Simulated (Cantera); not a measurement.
Feed: 1 mol Si, 19 mol HF, equilibrated at 702 °C and 59.0 mbar.

Equilibrium computed with Cantera from the NASA thermochemical tables; the gas is ideal and each condensed phase is pure. Candidate condensed phases: Si; 25 gas species. Equilibrium is a limit: real reactors are often held back by kinetics, nucleation or transport.

Base state: HF 0.833, H2 0.111, SiF4 0.0556 (mole fractions); condensed: gas only.

Question: What changes in the equilibrium state with this change: HF from 19 to 1.3 mol?

Answer: 
```csv
species,before,after
H2,0.111,0.661
SiF4,0.0556,0.322
SiHF3,1.05e-8,0.0169
HF,0.833,1.78e-5
SiH2F2,<1e-9,0.000478
SiF3,<1e-9,0.000372
"Si(s), mol",0,0.671
```
The tables' values for SiF3 are old estimates; treat these amounts as uncertain.
